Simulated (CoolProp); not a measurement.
Vapour-liquid equilibrium of cyclohexane (1) + dimethyl carbonate (2) at 469.2 K; x and y are mole fractions of (1).

Values from CoolProp's multi-fluid Helmholtz-energy mixture model, Zhou 2014 and Zhou 2011; pair parameters Bell 2016.

```tsv
x	bubble pressure, mixture model (MPa)	bubble pressure, Raoult's law (MPa)	y, mixture model	y, Raoult's law
0.05	1.335	1.256	0.093	0.050
0.15	1.455	1.256	0.229	0.151
0.25	1.534	1.257	0.328	0.251
0.35	1.583	1.258	0.406	0.351
0.45	1.607	1.259	0.474	0.452
0.55	1.610	1.260	0.538	0.552
0.65	1.592	1.260	0.604	0.651
0.75	1.549	1.261	0.679	0.751
0.85	1.473	1.262	0.774	0.851
0.95	1.350	1.263	0.907	0.950
```

The largest gap from Raoult's law is +27.8 % in bubble pressure, at x = 0.55. y crosses x between x = 0.45 and 0.55: the model has an azeotrope there.

The pair parameters rest on a limited set of measurements; away from them the model extrapolates.
